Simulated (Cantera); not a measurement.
A closed system holds: 1 mol Si₃N₄, 0.078 mol CO₂, 1.6 mol N₂, 1.1 mol N₂O, at 825 °C and 0.000380 bar.

Equilibrium computed with Cantera from the NASA thermochemical tables; the gas is ideal and each condensed phase is pure. Candidate condensed phases: C, Si, SiC, SiO₂, Si₂N₂O, Si₃N₄; 34 gas species. Mutual solubility and eutectic melting of coexisting phases are not modelled. Equilibrium is a limit: real reactors are often held back by kinetics, nucleation or transport.

Task: What is the equilibrium state?

Result: 
```
Item                                  Result
--------------------------------  ----------
x(N₂)                                  1.000
x(CO)                                1.09e-6
n(C(graphite))                    0.0780 mol
n(Si₂N₂O(s))                        1.26 mol
n(Si₃N₄(s))                        0.163 mol
gas amount                         3.119 mol
log10 activity of Si(s) (absent)       -3.75
```
